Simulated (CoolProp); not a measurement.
Ammonia along the isotherm 428.8 K: density (kg/m³) from the reference equation and from simpler models built on Tc = 405.6 K, pc = 11.36 MPa, ω = 0.256; each cubic takes its own stable root.

The numbers come from the reference Helmholtz-energy equation of state, Gao 2020 in CoolProp.

```tsv
p (MPa)	phase	reference	Redlich-Kwong	Peng-Robinson
0.0539	gas	0.2578	0.2578	0.2579
0.102	gas	0.4886	0.4885	0.4886
0.194	gas	0.9315	0.9313	0.9318
0.367	gas	1.770	1.770	1.771
0.696	gas	3.388	3.385	3.391
1.32	gas	6.540	6.530	6.551
2.5	gas	___	12.79	___
4.74	gas	26.23	___	26.35
8.99	gas	60.13	___	60.23
17	supercritical	265.0	___	___
```

Question: Some entries are withheld; supply them.

Answer: 
- 2.5, reference: 12.83
- 2.5, Peng-Robinson: 12.87
- 4.74, Redlich-Kwong: 26.05
- 8.99, Redlich-Kwong: 59.15
- 17, Redlich-Kwong: 222.7
- 17, Peng-Robinson: 217.5
